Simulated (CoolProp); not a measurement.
R115 at 293.15 K and 0.458 MPa is throttled through a valve to 0.0168 MPa with no heat exchange. Each further row changes one setting.

The numbers come from the reference Helmholtz-energy equation of state, Lemmon 2016 in CoolProp.

```json
[
 {"case": "as stated", "temperature change (K)": "-6.9", "final density (kg/m³)": "1.09"},
 {"case": "outlet pressure 0.00504 MPa", "temperature change (K)": "-7.0", "final density (kg/m³)": "0.328"},
 {"case": "outlet pressure 0.0218 MPa", "temperature change (K)": "-6.8", "final density (kg/m³)": "1.42"}
]
```
